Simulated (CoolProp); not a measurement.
A simple Rankine cycle with trans-2-butene: condensing at 329.15 K, boiler at 1.79 MPa, turbine inlet 422 K, turbine efficiency 0.8, pump efficiency 0.6, no recuperator. Each further row changes one setting.

Values from CoolProp's reference Helmholtz-energy equation of state, Lemmon 2005. It is a short technical equation, of lower accuracy than the large ones.

```
case                             thermal efficiency (%)  net work (kJ/kg)  heat in (kJ/kg)  turbine exit temperature (K)  volume ratio over the turbine
-------------------------------  ----------------------  ----------------  ---------------  ----------------------------  -----------------------------
as stated                                           8.9              44.2              496                         384.2                           3.30
turbine inlet 442 K                                 8.8              47.9              543                         405.4                           3.24
condensing temperature 321.15 K                    10.2              52.5              516                         378.3                           4.05
boiler pressure 1.25 MPa                            6.4              32.8              512                         397.6                           2.23
turbine efficiency 0.7                              7.7              38.2              496                         387.2                           3.33
```
